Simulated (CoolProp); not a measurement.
Vapour-liquid equilibrium of m-xylene (1) + n-nonane (2) at 349 K; x and y are mole fractions of (1).

Values from CoolProp's multi-fluid Helmholtz-energy mixture model, Zhou 2012 and Lemmon 2006; pair parameters Bell 2016.

Problem. Give the bubble pressure and the first vapour's composition at x = 0.35, 0.45, 0.75. Is there an azeotrope?

Solution. x = 0.35: 0.01096 MPa, y = 0.492; x = 0.45: 0.01147 MPa, y = 0.575; x = 0.75: 0.01251 MPa, y = 0.792. No azeotrope shows between x = 0.05 and 0.95.

Pair parameters are fitted to limited data, so mixtures are less certain than the pure fluids.
